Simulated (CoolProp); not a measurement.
Model: reference Helmholtz-energy equation of state, Span 1996, in CoolProp.

Give the vapour pressure (MPa), vapour density (kg/m³), vapour viscosity (µPa s) of saturated carbon dioxide at -40.45, -35.45 °C.


| T (°C) | p (MPa) | vapour density (kg/m³) | vapour viscosity (µPa s) |
|---|---|---|---|
| -40.45 | 0.988 | 25.7 | 11.7 |
| -35.45 | 1.18 | 30.7 | 12.0 |

Viscosity comes from a separate model (Laesecke 2017).
